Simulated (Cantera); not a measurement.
What does this Cantera script print?

```python
import numpy as np
import cantera as ct

gas_names = """
    B BF BF2 BF3 BH BHF2 BH2 BH3 BO BOF BOF2 BO2 B2 B2O B2O2 B2O3 B3O3F3 B3O3H3 F FO FO2 F2 F2O H HBO
    HBO2 HF HOF HO2 H2 H2F2 H2O H2O2 H3B3O6 H3F3 H4F4 H5F5 H6F6 H7F7 O OH O2 O3
""".split()
cond_names = """
    B(b) B(L) B2O3(L) B3O3H3(cr) H2O(s) H2O(L)
""".split()


def load(file, names, dense=False):
    # The tables refer to 1 bar. Condensed volumes are neglected.
    table = {s.name: s for s in ct.Species.list_from_file(file)}
    out = []
    for n in names:
        d = dict(table[n].input_data)
        d["thermo"] = dict(d["thermo"], **{"reference-pressure": 1e5})
        if dense:
            d["equation-of-state"] = {"model": "constant-volume", "density": "1e6 g/cm^3"}
        out.append(ct.Species.from_dict(d))
    return out


gas = ct.Solution(thermo="ideal-gas", species=load("nasa_gas.yaml", gas_names))
cond = {s.name: ct.Solution(thermo="fixed-stoichiometry", species=[s], name=s.name)
        for s in load("nasa_condensed.yaml", cond_names, dense=True)}
atoms = {
    'BF3': {'B': 1, 'F': 3},
    'H2O': {'H': 2, 'O': 1},
    'O2': {'O': 2},
}
top_T = {}  # K; cautious upper limits of use, not melting points


def equilibrate(T, P, feed):
    n = {}
    for name, mol in feed.items():
        for a, k in atoms[name].items():
            n[a] = n.get(a, 0.0) + k * mol
    gas.TPX = T, P, n
    mass = sum(n.values()) * gas.mean_molecular_weight
    gas.equilibrate("TP")
    valid = [c for c in cond.values() if c.min_temp <= T <= top_T.get(c.name, c.max_temp)]
    mix = ct.Mixture([(gas, mass / gas.mean_molecular_weight)] + [(c, 0.0) for c in valid])
    mix.T, mix.P = T, P
    mix.equilibrate("TP", solver="vcs", rtol=1e-11, max_steps=5000)
    return mix


results = []
feed = {'BF3': 1, 'H2O': 0.53, 'O2': 1.5}  # mol
P = 33000  # Pa
for T in [975, 1125, 1275, 1425, 1575, 1725, 1875]:
    mix = equilibrate(T, P, feed)
    results.append((T, P, feed, dict(zip(mix.species_names, mix.species_moles))))

top = {s: max(r[3][s] / sum(r[3][g] for g in gas_names) for r in results) for s in gas_names}
cols = sorted((s for s in top if top[s] > 0.0001), key=lambda s: -top[s])[:7]
seen = [c for c in cond_names if any(r[3].get(c, 0) > 1e-12 for r in results)]
print("log10 of partial pressures in bar; condensed amounts in mol")
print(f"{'T/K':>10s}" + "".join(f"{s[:9]:>10s}" for s in cols + seen))
for T, P, feed, n in results:
    ng = sum(n[g] for g in gas_names)
    print(f"{T:10.4g}" + "".join(f"{np.log10(max(n[s] / ng * P / 1e5, 1e-99)):10.3f}" for s in cols)
          + "".join(f"{n.get(c, 0):10.4g}" for c in seen))
```

It prints:

```
log10 of partial pressures in bar; condensed amounts in mol
       T/K        O2        HF       BF3       BOF       H2O    B3O3F3      HBO2
       975    -0.795    -1.425    -1.054    -4.976    -1.424    -2.217    -5.612
      1125    -0.798    -1.315    -1.086    -3.625    -1.496    -2.103    -4.378
      1275    -0.802    -1.237    -1.117    -2.614    -1.576    -2.064    -3.475
      1425    -0.815    -1.177    -1.158    -1.882    -1.694    -2.220    -2.882
      1575    -0.836    -1.112    -1.226    -1.490    -1.920    -2.938    -2.750
      1725    -0.849    -1.052    -1.296    -1.371    -2.281    -4.135    -3.028
      1875    -0.854    -1.024    -1.336    -1.332    -2.710    -5.318    -3.426
```

Method: chemical equilibrium by Gibbs-energy minimisation in Cantera with the NASA 1993 tables (ideal gas, pure condensed phases). Gases not in the tables: H3BO3.
